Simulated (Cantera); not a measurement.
# Pyrogenic steam for wet oxidation

An isothermal, constant-pressure homogeneous reactor starts with 35.8 % H₂, 18.9 % O₂, 45.3 % N₂, equivalence ratio 0.95, at 1275 K and 82.5 Torr.

Detailed kinetics in Cantera: the H2/O2 subset of GRI-Mech 3.0, which has no nitrogen chemistry. The temperature is held fixed by assumption; the heat of reaction is taken as removed at once.

```tsv
t (s)	x H₂	x O₂	x HO₂	x H₂O₂	x H₂O	x H	x OH
0.000600	0.0480	0.0497	8.61e-6	1.16e-6	0.286	0.101	0.00759
0.00174	0.0294	0.0297	6.19e-6	1.38e-6	0.373	0.0295	0.00457
0.00505	0.0120	0.0176	3.83e-6	1.17e-6	0.416	0.00530	0.00222
0.0146	0.00348	0.0130	2.42e-6	6.84e-7	0.431	0.000672	0.00100
0.0424	0.000694	0.0117	1.11e-6	2.55e-7	0.436	5.55e-5	0.000420
0.123	0.000108	0.0115	2.60e-7	6.45e-8	0.437	3.42e-6	0.000165
0.357	1.81e-5	0.0115	4.77e-8	1.45e-8	0.437	2.40e-7	6.91e-5
1.03	3.94e-6	0.0115	1.12e-8	3.70e-9	0.437	2.53e-8	3.30e-5
3.00	1.23e-6	0.0115	4.87e-9	1.24e-9	0.437	4.49e-9	1.86e-5
```
x: mole fraction; the columns are a selection and need not sum to one.

Equilibrium at this temperature and pressure: H₂ 6.83e-7, O₂ 0.0115, HO₂ 4.00e-9, H₂O₂ 7.01e-10, H₂O 0.437, H 1.85e-9, OH 1.38e-5 (gas phase only).
